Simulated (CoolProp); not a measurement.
Saturation properties of water.

Computed with CoolProp (reference Helmholtz-energy equation of state, Wagner 2002).

```csv
T (K),p (kPa),liquid density (kg/m³),enthalpy of vaporisation (kJ/kg),liquid cp (kJ/(kg K)),vapour Z,surface tension (mN/m)
375.1,108.7,956.9,2251,4.218,0.9838,58.5
386.2,158.7,948.6,2221,4.233,0.9792,56.3
397.4,226.9,939.6,2190,4.251,0.9736,54.1
408.6,317.4,930.1,2158,4.273,0.9670,51.7
419.7,433.7,920.2,2124,4.298,0.9595,49.4
430.9,583.7,909.6,2089,4.329,0.9507,47.0
442.1,772.3,898.5,2052,4.364,0.9406,44.5
453.2,1004,886.9,2014,4.405,0.9294,42.0
464.4,1290,874.7,1973,4.453,0.9167,39.5
475.6,1636,861.8,1930,4.509,0.9026,36.9
486.7,2047,848.3,1885,4.573,0.8871,34.4
497.9,2538,834.1,1836,4.648,0.8699,31.8
509,3110,819.2,1785,4.735,0.8512,29.2
520.2,3782,803.2,1730,4.840,0.8305,26.5
531.4,4560,786.4,1671,4.964,0.8079,23.9
```

It boils at 373.1 K under 1 atm.

Surface tension comes from a separate correlation (Mulero 2012).
